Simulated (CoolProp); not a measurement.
The numbers come from the reference Helmholtz-energy equation of state, Smukala 2000 in CoolProp.

Q: For ethylene, give the phase and the cv (kJ/(kg K)), expansivity (1/kK) at 450 K and 23.1 bar.

A: 
- 450 K and 23.1 bar: gas; cv 1.78, expansivity 2.52
